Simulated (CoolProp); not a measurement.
A Linde-Hampson liquefier for carbon monoxide: isothermal reversible compression at 200 K from 1 atm to 5 MPa, throttling to 1 atm, return gas leaving the recuperator 10 K below the feed. Each further row changes one setting.

Values from CoolProp's reference Helmholtz-energy equation of state, Lemmon 2006. It is a short technical equation, of lower accuracy than the large ones.

```json
[
 {"case": "as stated", "liquid yield per pass": "0.054", "compression work (kJ/kg of gas)": "224"},
 {"case": "high pressure 10 MPa", "liquid yield per pass": "0.140", "compression work (kJ/kg of gas)": "259"},
 {"case": "warm-end temperature 230 K", "liquid yield per pass": "0.030", "compression work (kJ/kg of gas)": "261"},
 {"case": "warm-end gap 15 K", "liquid yield per pass": "0.039", "compression work (kJ/kg of gas)": "224"}
]
```
